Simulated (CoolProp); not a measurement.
R236FA along the isotherm 268.1 K: fugacity coefficient from the reference equation and from simpler models built on Tc = 398.1 K, pc = 3.191 MPa, ω = 0.377; each cubic takes its own stable root.

The numbers come from the reference Helmholtz-energy equation of state, Pan 2012 in CoolProp.

```json
[
 {"p (MPa)": "0.0505", "phase": "gas", "reference": "0.9768"},
 {"p (MPa)": "0.115", "phase": "liquid", "reference": "0.7285"},
 {"p (MPa)": "0.261", "phase": "liquid", "reference": "0.3232"},
 {"p (MPa)": "0.595", "phase": "liquid", "reference": "0.1440"},
 {"p (MPa)": "1.35", "phase": "liquid", "reference": "0.06574"},
 {"p (MPa)": "3.08", "phase": "liquid", "reference": "0.03123"},
 {"p (MPa)": "7.01", "phase": "liquid", "reference": "0.01646"},
 {"p (MPa)": "16", "phase": "liquid", "reference": "0.01088"}
]
```

How far does each simpler model (van der Waals, Redlich-Kwong, Soave-Redlich-Kwong) lie from the reference over these 8 states: mean and median of the absolute difference, and the worst?


- van der Waals: mean 362.9 %, median 446.2 %, worst +743.7 % at 268.1 K and 16 MPa
- Redlich-Kwong: mean 101.3 %, median 123.7 %, worst +146.8 % at 268.1 K and 16 MPa
- Soave-Redlich-Kwong: mean 1.7 %, median 0.5 %, worst +7.4 % at 268.1 K and 16 MPa

At some of these states van der Waals, Redlich-Kwong gives the other phase, because its saturation line lies elsewhere.
